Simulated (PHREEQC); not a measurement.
PHREEQC input (ion-association model, wateq4f.dat):

```
SOLUTION_MASTER_SPECIES
  An  An-  0  An  62.0  # stands for a non-complexing anion
SOLUTION_SPECIES
  An- = An-
    -log_k 0
    -gamma 3.0 0
  SO4-2 + 10H+ + 8e- = H2S + 4H2O  # shut off: sulfate is not reduced
    -log_k -100
    -delta_h 0
    -analytic -100
PHASES
  Fix_H+
    H+ = H+
    -log_k 0
SOLUTION 1
  temp 25
  units mmol/kgw
  pH 7 charge
  Cl 0.00158
  Mn(2) 0.00079
  S(6) 0.00023
  Ag 0.00046
  Na 300
  An 300
END
SELECTED_OUTPUT 1
  -reset false
  -pH true
  -pe true
  -ionic_strength true
  -water true
  -totals Ag Cl Mn Na S Mn(2) Mn(3) Mn(6) Mn(7) S(-2)
    S(6)
  -molalities Hfo_wOH Hfo_wOH2+ Hfo_wO- Hfo_sOH Hfo_sOH2+ Hfo_sO- Hfo_sOAg Hfo_wOAg Hfo_sOMn+ Hfo_wOMn+
    Hfo_wSO4- Hfo_wOHSO4-2
  -saturation_indices Pyrochroite Cerargyrite Ag2O Ag2SO4 Halite Mirabilite
USER_PUNCH 1
  -headings sigma psi
  10 PUNCH EDL("sigma", "Hfo"), EDL("psi", "Hfo")
PRINT
  -reset false
USE solution 1
SURFACE 1
  Hfo_wOH 0.000195506 600 0.087
  Hfo_sOH 4.88764e-06
EQUILIBRIUM_PHASES 1
  Fix_H+ -4 HAn 10
    -force_equality true
END
# ... the last block is repeated for the other 16 points of pH, with NaOH or the acid as the point needs
```

Selected output (columns that matter, 13 of 17 rows; pH added in front):

```
pH	mu	Ag	Mn	Na	S	m_Hfo_wOH	m_Hfo_wOH2+	si_Pyrochroite	si_Cerargyrite	si_Ag2O	si_Halite	si_Mirabilite	sigma	psi
4	0.30023	4.5998e-07	7.9e-07	0.3	8.6119e-08	1.1282e-05	0.00018406	-13.849	-2.6909	-17.529	-8.2133	-8.0621	0.34844	0.12289
4.38	0.30014	4.5991e-07	7.8999e-07	0.3	9.6856e-08	2.2453e-05	0.00017285	-13.089	-2.691	-16.77	-8.2133	-8.0104	0.32709	0.11971
5.12	0.30008	4.5873e-07	7.8972e-07	0.3	1.4313e-07	5.9475e-05	0.00013535	-11.609	-2.6921	-15.292	-8.2133	-7.8404	0.25508	0.10724
5.5	0.30006	4.5585e-07	7.8865e-07	0.3	1.7528e-07	8.1674e-05	0.00011242	-10.849	-2.6948	-14.537	-8.2133	-7.7523	0.21027	0.097681
5.88	0.30005	4.4781e-07	7.8377e-07	0.3	2.0192e-07	0.00010211	9.0735e-05	-10.092	-2.7025	-13.793	-8.2133	-7.6908	0.16684	0.086444
6.62	0.30003	3.8771e-07	6.8881e-07	0.3	2.2533e-07	0.00013135	5.7239e-05	-8.6682	-2.7651	-12.438	-8.2132	-7.6432	0.09546	0.060975
7	0.30002	3.1684e-07	4.8564e-07	0.3	2.2844e-07	0.00014052	4.489e-05	-8.06	-2.8527	-11.853	-8.2132	-7.6372	0.066376	0.046473
7.38	0.30001	2.2533e-07	2.1811e-07	0.3	2.2952e-07	0.00014629	3.53e-05	-7.6477	-3.0007	-11.389	-8.2132	-7.6352	0.041465	0.031202
8.12	0.3	7.2033e-08	1.6829e-08	0.3	2.2996e-07	0.00015004	2.2295e-05	-7.2808	-3.496	-10.9	-8.2131	-7.6343	-0.0001478	-0.00011818
8.5	0.30001	3.3698e-08	3.8717e-09	0.30002	2.2999e-07	0.00014887	1.7377e-05	-7.1598	-3.8259	-10.8	-8.2131	-7.6342	-0.020854	-0.016395
8.88	0.30002	1.5093e-08	9.0084e-10	0.30004	2.3e-07	0.00014547	1.3158e-05	-7.035	-4.1749	-10.738	-8.213	-7.6342	-0.043147	-0.032325
9.62	0.30009	3.167e-09	6.1468e-11	0.30012	2.3e-07	0.00013027	6.6382e-06	-6.736	-4.854	-10.616	-8.2129	-7.634	-0.09633	-0.061358
10	0.30018	1.4832e-09	1.7828e-11	0.30022	2.3e-07	0.0001169	4.2102e-06	-6.538	-5.1852	-10.518	-8.2128	-7.6338	-0.13065	-0.07492
```
